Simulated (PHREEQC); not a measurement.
A solution holds 0.82 mol HF and 0.00053 mol H2SO4 per kg of water, at 25 °C. Closed to the air; pH follows from the charge balance.

All values are PHREEQC results (ion-association model, wateq4f.dat), not measurements.

No solid was allowed to form.

Order these F species by the share of F that they hold, largest first: HF2-, HF, F-, H2F2.

H2F2 (59 %), HF (37 %), HF2- (3.1 %), F- (1.3 %)

The pH is 1.67 and the ionic strength 0.0248 mol/kgw. Species that the database lacks are ignored. wateq4f.dat counts part of the HF as a dimer, H2F2, which phreeqc.dat doesn't know; its constant is uncertain.
